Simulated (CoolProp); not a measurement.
Vapour pressure (bar) of methane: the reference equation beside estimates from Tc = 190.6 K, pc = 45.99 bar, ω = 0.011. Clausius-Clapeyron is anchored at 118.2 K with a constant enthalpy of vaporisation of 7.994 kJ/mol.

The numbers come from the reference Helmholtz-energy equation of state, Setzmann 1991 in CoolProp.

```
T (K)  reference  Lee-Kesler  Clausius-Clapeyron  van der Waals  Redlich-Kwong  Soave-Redlich-Kwong  Peng-Robinson
-----  ---------  ----------  ------------------  -------------  -------------  -------------------  -------------
114.7      1.292       1.276               1.312          4.069         0.9734                1.262          1.301
118.2      1.682       1.667               1.682          4.827          1.324                1.652          1.693
121.7      2.155       2.142               2.125          5.675          1.762                2.128          2.168
125.2      2.723       2.712               2.650          6.618          2.300                2.699          2.739
128.7      3.395       3.388               3.266          7.660          2.950                3.378          3.414
132.2      4.182       4.181               3.980          8.805          3.726                4.177          4.206
135.7      5.097       5.101               4.801          10.06          4.640                5.106          5.127
139.2      6.150       6.160               5.738          11.42          5.704                6.177          6.187
142.8      7.391       7.405               6.829          12.94          6.969                7.441          7.436
146.3      8.761       8.779               8.022          14.53          8.376                8.839          8.818
149.8      10.31       10.33               9.354          16.25          9.971                10.42          10.38
153.3      12.04       12.06               10.83          18.09          11.77                12.18          12.12
156.8      13.97       13.99               12.46          20.06          13.77                14.15          14.07
160.3      16.11       16.13               14.24          22.15          16.00                16.34          16.24
163.8      18.48       18.49               16.19          24.38          18.45                18.75          18.63
```

Absolute difference from the reference over all 15 rows, mean and median: Lee-Kesler 0.3 and 0.2 %, Clausius-Clapeyron 6.5 and 6.7 %, van der Waals 99.3 and 85.7 %, Redlich-Kwong 9.2 and 7.3 %, Soave-Redlich-Kwong 1.0 and 1.1 %, Peng-Robinson 0.7 and 0.7 %.
